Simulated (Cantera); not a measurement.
Mixture: 5.44 % CH4, 0.370 % CO, 19.7 % O2, 74.5 % N2, at 7.60 atm, adiabatic and at constant volume. Ignition delay is the time to a rise of 400 K.

Model: GRI-Mech 3.0 (53 species, 325 reactions), integrated in Cantera.

Q: Predict: delay at 1323 K; delay at 1423 K; delay at 1523 K; delay at 1623 K; delay at 1723 K; apparent activation energy between 1623 and 1723 K.

A: 
```json
{
 "delay at 1323 K": "1.11 ms",
 "delay at 1423 K": "0.381 ms",
 "delay at 1523 K": "0.146 ms",
 "delay at 1623 K": "62.1 µs",
 "delay at 1723 K": "29.2 µs",
 "apparent activation energy between 1623 and 1723 K": "180 kJ/mol"
}
```
